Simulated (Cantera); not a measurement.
**Carbon deposition, reforming and gasification: acetone + CO2 + N2 + NH3**

A closed system holds: 1 mol acetone, 0.11 mol CO2, 3.5 mol N2, 0.12 mol NH3, at 1075 °C.

Method: chemical equilibrium by Gibbs-energy minimisation in Cantera with the NASA 1993 tables (ideal gas, pure condensed phases). Candidate condensed phases: C, C6H6, C7H8, C8H18, H2O; 136 gas species. The feed counts by its element totals alone. The ideal-gas law is rough above about 30 bar. Rates play no part.

```csv
P (Pa),log p N2,log p H2,log p CO,log p CH4,log p H2O,n C(graphite)
10,-4.35,-4.40,-4.81,-11.03,-11.45,1.89
72,-3.49,-3.54,-3.96,-9.32,-9.73,1.89
520,-2.63,-2.68,-3.10,-7.60,-8.02,1.89
3700,-1.78,-1.83,-2.25,-5.89,-6.31,1.89
27000,-0.92,-0.97,-1.38,-4.17,-4.59,1.89
190000,-0.07,-0.12,-0.54,-2.48,-2.89,1.88
1400000,0.80,0.72,0.32,-0.79,-1.19,1.84
10000000,1.68,1.48,1.12,0.72,0.37,1.71
```
log p: log10 of the partial pressure in bar; n: condensed amount in mol.

From 0.000100 bar to 100 bar the condensed part is C(graphite). The main C-bearing gas is CO throughout.
